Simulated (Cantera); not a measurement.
An adiabatic, constant-volume homogeneous reactor starts with CH4 : H2 : O2 : N2 = 1 : 0.35 : 2.2 : 8.26 (molar parts), equivalence ratio 0.99, at 1423 K and 668 Torr.

Model: GRI-Mech 3.0 (53 species, 325 reactions), integrated in Cantera.

Q: Predict: time of steepest temperature rise; temperature at 9.00 s; equilibrium temperature; x(H2) at 9.00 s; x(O2) at 9.00 s; x(O) at 9.00 s.

A: 
- time of steepest temperature rise: 0.597 ms
- temperature at 9.00 s: 2876 K
- equilibrium temperature: 2876 K
- x(H2) at 9.00 s: 0.0223 (gas-phase equilibrium 0.0223)
- x(O2) at 9.00 s: 0.0211 (gas-phase equilibrium 0.0211)
- x(O) at 9.00 s: 0.00778 (gas-phase equilibrium 0.00778)
